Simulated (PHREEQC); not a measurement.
Consider water at 80 °C with 0.00036 mol/kgw H2S, 0.00021 mol/kgw NaOH and 0.01 mol/kgw ZnCl2. Closed to the air; pH follows from the charge balance.

All values are PHREEQC results (ion-association model, phreeqc.dat), not measurements.

No solid was allowed to form.

Order these Cl species by the share of Cl that they hold, largest first: ZnCl2, Cl-, ZnCl+.

Cl- (92 %), ZnCl+ (8.0 %), ZnCl2 (0.26 %)

Order these Zn species by the share of Zn that they hold, largest first: Zn(HS)2, ZnCl2, ZnCl+, Zn+2.

Zn+2 (82 %), ZnCl+ (16 %), Zn(HS)2 (1.8 %), ZnCl2 (0.26 %)

The pH is 3.89 and the ionic strength 0.0265 mol/kgw. The solution is supersaturated, for example in Sphalerite (slow to form), so a real one may precipitate; this is no full list. Species that the database lacks are ignored. At this temperature some constants are extrapolated from 25 °C, and those without enthalpy data are left unchanged.
